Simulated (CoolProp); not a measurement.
R124 at 293.15 K and 0.0874 MPa is compressed adiabatically to 0.381 MPa with isentropic efficiency 0.6. Each further row changes one setting.

Values from CoolProp's reference Helmholtz-energy equation of state, de Vries 1995.

| case | work (kJ/kg) | final temperature (K) | final density (kg/m³) |
|---|---|---|---|
| as stated | ? | 355.3 | ? |
| efficiency 1 | ? | ? | ? |
| efficiency 0.65 | ? | ? | ? |

Complete the blanks.


- as stated, work (kJ/kg): 44.8
- as stated, final density (kg/m³): 18.6
- efficiency 1, work (kJ/kg): 26.9
- efficiency 1, final temperature (K): 333.6
- efficiency 1, final density (kg/m³): 20.1
- efficiency 0.65, work (kJ/kg): 41.3
- efficiency 0.65, final temperature (K): 351.2
- efficiency 0.65, final density (kg/m³): 18.9
